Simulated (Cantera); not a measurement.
Charge: 1 mol CH₃F, 0.013 mol F₂, 1.5 mol H₂, at 9.20 mbar.

Equilibrium computed with Cantera from the NASA thermochemical tables; the gas is ideal and each condensed phase is pure. Candidate condensed phases: C, C₆H₆, C₇H₈, C₈H₁₈; 95 gas species. Rates play no part. All values below are at 2773 K.

Base state: H 0.438, H₂ 0.320, HF 0.225, C₂H₂ (acetylene) 0.00975, C₃ 0.00245, C₂H 0.00161, F 0.00122, C 0.000532 (mole fractions); condensed: C(graphite).

Problem. What changes in the equilibrium state with this change: 0.37 mol Cl₂ added?

Solution. 
```
species              before    after
-----------------  --------  -------
H                     0.438    0.389
H₂                    0.320    0.252
HF                    0.225    0.200
Cl                        0   0.0751
HCl                       0   0.0703
C₂HCl                     0  3.66e-5
C₂H₂ (acetylene)    0.00975  0.00766
C₄H₂               0.000124  9.71e-5
C₂H₂ (vinylidene)   1.74e-5  1.37e-5
CH                  1.94e-5  1.72e-5
C(graphite), mol      0.856    0.861
```
